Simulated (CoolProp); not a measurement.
Vapour-liquid equilibrium of n-hexane (1) + hexamethyldisiloxane (MM) (2) at 439.1 K; x and y are mole fractions of (1).

Computed with CoolProp (multi-fluid Helmholtz-energy mixture model, Thol 2019 and Thol 2016; pair parameters Bell 2016).

Task: Give the bubble pressure and the first vapour's composition at x = 0.125, 0.2, 0.35. Is there an azeotrope?

Result: x = 0.125: 0.5395 MPa, y = 0.188; x = 0.2: 0.5702 MPa, y = 0.288; x = 0.35: 0.6346 MPa, y = 0.468. No azeotrope shows between x = 0.05 and 0.95.

Pair parameters are fitted to limited data, so mixtures are less certain than the pure fluids.
